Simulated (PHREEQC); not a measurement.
## Reverse-osmosis permeate: speciation

Synthetic water in mg/kgw, 25 °C, pH 6.34, pe -0.7:

```json
[
 {"constituent": "Na", "mg/kgw": "1.49"},
 {"constituent": "K", "mg/kgw": "0.8"},
 {"constituent": "Ca", "mg/kgw": "1.85"},
 {"constituent": "Mg", "mg/kgw": "0.81"},
 {"constituent": "Cl", "mg/kgw": "2.96"},
 {"constituent": "S(6) as SO4", "mg/kgw": "3.51"},
 {"constituent": "Alkalinity as HCO3", "mg/kgw": "9.27"},
 {"constituent": "Mn(2)", "mg/kgw": "0.0255"}
]
```

Valence states are taken as typed.

The numbers come from PHREEQC with the ion-association model, phreeqc.dat.

Precipitation was switched off in this run.

Problem. Predict the charge-balance error.

Solution. charge-balance error -11.5 %.

Problem. In which forms is Mn present?

Solution. Mn+2 98 %, MnHCO3+ 1.2 %, MnSO4 0.5 % of the Mn.

Complexes and solids missing from the database can't appear.
